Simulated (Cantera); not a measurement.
Input: 1 mol C2F6, 0.26 mol CH4, 0.13 mol H2, held at 0.00133 bar.

Cantera equilibrium calculation (NASA polynomials, part measured and part estimated; ideal gas, pure solids and liquids). Candidate condensed phases: C, C6H6, C7H8, C8H18; 95 gas species. The feed counts by its element totals alone. Rates play no part.

**Question.** At 2748 K, list the 7 most abundant gas species with their mole fractions, and the condensed phases.

**Answer.** F 0.706, HF 0.212, CF 0.0460, CF2 0.0155, C3 0.0123, H 0.00390, C 0.00277. Condensed: C(graphite).
